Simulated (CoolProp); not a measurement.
Properties of 1,2-dichloroethane along the isobar 48.9 bar (Tc = 561.6 K, pc = 52.26 bar, ω = 0.269).

The numbers come from the reference Helmholtz-energy equation of state, Thol 2015 in CoolProp.

| T (K) | phase | density (kg/m³) | Joule-Thomson coefficient (K/MPa) |
|---|---|---|---|
| 435 | liquid | 1031 | -0.1317 |
| 441.5 | liquid | 1018 | ? |
| 448 | liquid | 1006 | -0.07679 |
| 454.5 | liquid | 992.6 | -0.04530 |
| 461 | liquid | 979.2 | -0.01047 |
| 467.5 | liquid | 965.4 | ? |
| 474 | liquid | 951.2 | 0.07186 |
| 480.5 | liquid | 936.5 | ? |
| 487 | liquid | 921.3 | 0.1777 |
| 493.5 | liquid | 905.4 | 0.2433 |
| 500 | liquid | ? | 0.3205 |

Q: What belongs in the gaps?

A: 
- 441.5, Joule-Thomson coefficient (K/MPa): -0.1055
- 467.5, Joule-Thomson coefficient (K/MPa): 0.02832
- 480.5, Joule-Thomson coefficient (K/MPa): 0.1212
- 500, density (kg/m³): 888.8
